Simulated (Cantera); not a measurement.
## Reactions in the system C-N-O-Ta

Source: NASA polynomial tables (part measured, part estimated), evaluated in Cantera. Values are per mole of reaction as written; species without (g) are pure solids or liquids, kept so even where they would boil at 1 bar. TaC: taken at fixed stoichiometry.

Ta + 2 N2O(g) → 2 N2(g) + TaO2(g)

```
T (K)  ΔH° (kJ)  ΔS° (J/K)  ΔG° (kJ)  log10 K
-----  --------  ---------  --------  -------
848      -369.4      173.2    -516.3    31.80
998      -371.9      170.5    -542.0    28.37
1148     -374.5      168.0    -567.4    25.82
1298     -377.4      165.7    -592.4    23.84
1448     -380.4      163.5    -617.1    22.26
1598     -383.5      161.4    -641.5    20.97
1748     -386.8      159.5    -665.6    19.89
1898     -390.2      157.6    -689.3    18.97
```

4 N2O(g) + TaC → CO2(g) + TaO2(g) + 8 N(g)

| T (K) | ΔH° (kJ) | ΔS° (J/K) | ΔG° (kJ) | log10 K |
|---|---|---|---|---|
| 848 | 3020.9 | 832.8 | 2314.7 | -142.58 |
| 998 | 3022.1 | 834.0 | 2189.7 | -114.61 |
| 1148 | 3022.4 | 834.3 | 2064.6 | -93.94 |
| 1298 | 3022.0 | 834.0 | 1939.5 | -78.05 |
| 1448 | 3021.0 | 833.3 | 1814.4 | -65.45 |
| 1598 | 3019.5 | 832.3 | 1689.5 | -55.22 |
| 1748 | 3017.5 | 831.1 | 1564.7 | -46.76 |
| 1898 | 3015.0 | 829.7 | 1440.2 | -39.63 |
